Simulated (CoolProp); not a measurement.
Octamethyltrisiloxane (MDM) along the isotherm 575 K: Z from the reference equation and from simpler models built on Tc = 565.4 K, pc = 1.438 MPa, ω = 0.528; each cubic takes its own stable root.

Model: reference Helmholtz-energy equation of state, Thol 2017, in CoolProp.

```json
[
 {"p (MPa)": "0.0227", "phase": "gas", "reference": "0.9951"},
 {"p (MPa)": "0.0517", "phase": "gas", "reference": "0.9887"},
 {"p (MPa)": "0.118", "phase": "gas", "reference": "0.9739"},
 {"p (MPa)": "0.268", "phase": "gas", "reference": "0.9389"},
 {"p (MPa)": "0.61", "phase": "gas", "reference": "0.8503"},
 {"p (MPa)": "1.39", "phase": "gas", "reference": "0.5452"},
 {"p (MPa)": "3.16", "phase": "supercritical", "reference": "0.3383"},
 {"p (MPa)": "7.19", "phase": "supercritical", "reference": "0.6646"}
]
```

**Question.** How far does each simpler model (van der Waals, Redlich-Kwong, Soave-Redlich-Kwong, Peng-Robinson) lie from the reference over these 8 states: mean and median of the absolute difference, and the worst?

**Answer.** 
- van der Waals: mean 10.0 %, median 1.1 %, worst +37.0 % at 575 K and 3.16 MPa
- Redlich-Kwong: mean 2.5 %, median 0.2 %, worst +12.7 % at 575 K and 3.16 MPa
- Soave-Redlich-Kwong: mean 3.3 %, median 0.1 %, worst +14.6 % at 575 K and 3.16 MPa
- Peng-Robinson: mean 1.4 %, median 0.9 %, worst -3.6 % at 575 K and 7.19 MPa
